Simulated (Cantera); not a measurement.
# Si + Cl2 + H2 (chlorosilane synthesis and conversion)

Charge: 1 mol Si, a varied amount of Cl2, 16 mol H2, held at 1325 °C and 100000 Pa.

Cantera equilibrium calculation (NASA polynomials, part measured and part estimated; ideal gas, pure solids and liquids). Candidate condensed phases: Si; 19 gas species. The tables' values for SiCl3 are old estimates; treat these amounts as uncertain. Kinetics and transport are ignored.

From 0.5 mol Cl2 to 1.8 mol Cl2 the condensed part is Si(s). From 2.3 mol Cl2 to 2.9 mol Cl2 nothing is condensed. The main Si-bearing gas is SiCl2 throughout.

```
n(Cl2) (mol)   x H2   x HCl  x SiCl2   x SiCl3   x SiCl4  x SiHCl3  n Si(s)
------------  -----  ------  -------  --------  --------  --------  -------
0.5           0.948  0.0441  0.00705  0.000440   6.80e-5  0.000210    0.870
0.64          0.936  0.0525   0.0101  0.000758  0.000140  0.000359    0.808
0.83          0.921  0.0624   0.0145   0.00130  0.000289  0.000613    0.714
1.1           0.901  0.0741   0.0210   0.00226  0.000602   0.00105    0.570
1.4           0.880  0.0848   0.0282   0.00351   0.00108   0.00161    0.397
1.8           0.856  0.0965   0.0375   0.00539   0.00192   0.00244    0.155
2.3           0.819   0.125   0.0400   0.00765   0.00362   0.00339        0
2.9           0.768   0.178   0.0334   0.00936   0.00648   0.00402        0
```
x: gas mole fraction; n: condensed amount in mol.
